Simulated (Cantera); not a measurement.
**Adiabatic ignition**

An adiabatic, constant-volume homogeneous reactor starts with CH4 : O2 : N2 : CO2 = 1 : 3.57 : 13.6 : 0.031 (molar parts), at 998 K and 6.10 bar.

Model: GRI-Mech 3.0 (53 species, 325 reactions), integrated in Cantera. Below about 1000 K GRI-Mech 3.0 lacks low-temperature oxidation paths.

| t (s) | T (K) | P (bar) | x CH4 | x O2 | x CO | x NO | x CH2CO | x C2H6 | x H |
|---|---|---|---|---|---|---|---|---|---|
| 1.00e-6 | 998 | 6.10 | 0.0549 | 0.196 | <1e-12 | <1e-12 | <1e-12 | <1e-12 | <1e-12 |
| 3.32e-6 | 998 | 6.10 | 0.0549 | 0.196 | <1e-12 | <1e-12 | <1e-12 | <1e-12 | <1e-12 |
| 1.10e-5 | 998 | 6.10 | 0.0549 | 0.196 | <1e-12 | <1e-12 | <1e-12 | <1e-12 | <1e-12 |
| 3.67e-5 | 998 | 6.10 | 0.0549 | 0.196 | <1e-12 | <1e-12 | <1e-12 | <1e-12 | <1e-12 |
| 0.000122 | 998 | 6.10 | 0.0549 | 0.196 | <1e-12 | <1e-12 | <1e-12 | <1e-12 | <1e-12 |
| 0.000405 | 998 | 6.10 | 0.0549 | 0.196 | 1.16e-12 | <1e-12 | <1e-12 | 1.85e-11 | <1e-12 |
| 0.00134 | 998 | 6.10 | 0.0549 | 0.196 | 5.03e-11 | <1e-12 | <1e-12 | 8.83e-10 | 1.01e-12 |
| 0.00446 | 998 | 6.10 | 0.0549 | 0.196 | 3.01e-9 | <1e-12 | <1e-12 | 5.53e-8 | 7.88e-12 |
| 0.0148 | 998 | 6.10 | 0.0549 | 0.196 | 1.52e-7 | <1e-12 | <1e-12 | 1.11e-6 | 2.71e-11 |
| 0.0493 | 999 | 6.10 | 0.0549 | 0.196 | 5.22e-6 | <1e-12 | 4.26e-11 | 1.06e-5 | 1.43e-10 |
| 0.164 | 2398 | 14.7 | <1e-12 | 0.0797 | 0.00108 | 0.0114 | <1e-12 | <1e-12 | 7.80e-5 |
| 0.544 | 2398 | 14.7 | <1e-12 | 0.0797 | 0.00108 | 0.0114 | <1e-12 | <1e-12 | 7.80e-5 |
| 1.81 | 2398 | 14.7 | <1e-12 | 0.0797 | 0.00108 | 0.0114 | <1e-12 | <1e-12 | 7.80e-5 |
| 6.00 | 2398 | 14.7 | <1e-12 | 0.0797 | 0.00108 | 0.0114 | <1e-12 | <1e-12 | 7.80e-5 |
x: mole fraction; the columns are a selection and need not sum to one.

```yaml
time_of_steepest_temperature_rise: 0.121 s
temperature at 6.00 s: 2398 K
equilibrium_temperature: 2398 K
x(CH4) at 6.00 s: <1e-12 (gas-phase equilibrium <1e-12)
x(O2) at 6.00 s: 0.0797 (gas-phase equilibrium 0.0797)
x(CO) at 6.00 s: 0.00108 (gas-phase equilibrium 0.00108)
```
